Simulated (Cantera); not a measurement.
A perfectly stirred reactor is fed with 3.05 % H2, 4.62 % O2, 92.3 % N2, equivalence ratio 0.33, at 0.580 bar; it is held at 1000 K, and followed from long to short residence time.

Cantera simulation using the H2/O2 subset of GRI-Mech 3.0, which has no nitrogen chemistry; the numbers are that mechanism's predictions, not measurements.

Task: Predict: x(H2) at τ = 10.0 s; x(O2) at τ = 10.0 s; x(H2O2) at τ = 10.0 s; x(H) at τ = 10.0 s; x(O) at τ = 10.0 s; x(H2) at τ = 28.0 ms; x(O2) at τ = 28.0 ms; x(H2O2) at τ = 28.0 ms; x(H) at τ = 28.0 ms; x(O) at τ = 28.0 ms.

Result: 
| Item | Value |
|---|---|
| x(H2) at τ = 10.0 s | 0.000119 |
| x(O2) at τ = 10.0 s | 0.0315 |
| x(H2O2) at τ = 10.0 s | 3.76e-7 |
| x(H) at τ = 10.0 s | 1.55e-7 |
| x(O) at τ = 10.0 s | 1.27e-6 |
| x(H2) at τ = 28.0 ms | 0.00209 |
| x(O2) at τ = 28.0 ms | 0.0324 |
| x(H2O2) at τ = 28.0 ms | 9.41e-7 |
| x(H) at τ = 28.0 ms | 4.97e-5 |
| x(O) at τ = 28.0 ms | 6.17e-5 |
